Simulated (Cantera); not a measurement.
An adiabatic, constant-pressure homogeneous reactor starts with CH4 : O2 : N2 : H2O = 1 : 3.17 : 11.9 : 1.9 (molar parts), equivalence ratio 0.63, at 1300 K and 500000 Pa.

Cantera simulation using GRI-Mech 3.0 (53 species, 325 reactions); the numbers are that mechanism's predictions, not measurements.

Predict: time of steepest temperature rise; temperature at 0.600 s; equilibrium temperature; x(O2) at 0.600 s; x(H2O) at 0.600 s; x(HO2) at 0.600 s; x(CO2) at 0.600 s; x(NO) at 0.600 s; x(H) at 0.600 s.


```
Item                                                                  Result
---------------------------------  -----------------------------------------
time of steepest temperature rise                                    2.72 ms
temperature at 0.600 s                                                2346 K
equilibrium temperature                                               2346 K
x(O2) at 0.600 s                       0.0601 (gas-phase equilibrium 0.0601)
x(H2O) at 0.600 s                        0.212 (gas-phase equilibrium 0.212)
x(HO2) at 0.600 s                    7.96e-6 (gas-phase equilibrium 7.96e-6)
x(CO2) at 0.600 s                      0.0539 (gas-phase equilibrium 0.0539)
x(NO) at 0.600 s                     0.00844 (gas-phase equilibrium 0.00844)
x(H) at 0.600 s                    0.000179 (gas-phase equilibrium 0.000179)
```
